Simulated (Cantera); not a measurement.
**Ignition delay**

Mixture: 12.0 % CH4, 18.5 % O2, 69.5 % N2, equivalence ratio 1.3, at 500000 Pa, adiabatic and at constant volume. Ignition delay is the time to a rise of 400 K.

Model: GRI-Mech 3.0 (53 species, 325 reactions), integrated in Cantera.

```json
[
 {"T0 (K)": "1150", "delay (ms)": "21.2"},
 {"T0 (K)": "1225", "delay (ms)": "7.86"},
 {"T0 (K)": "1300", "delay (ms)": "3.12"},
 {"T0 (K)": "1375", "delay (ms)": "1.31"},
 {"T0 (K)": "1450", "delay (ms)": "0.583"},
 {"T0 (K)": "1525", "delay (ms)": "0.272"},
 {"T0 (K)": "1600", "delay (ms)": "0.134"},
 {"T0 (K)": "1675", "delay (ms)": "0.0696"},
 {"T0 (K)": "1750", "delay (ms)": "0.0386"},
 {"T0 (K)": "1825", "delay (ms)": "0.0227"}
]
```

* **apparent activation energy between 1675 and 1825 K**: 190 kJ/mol
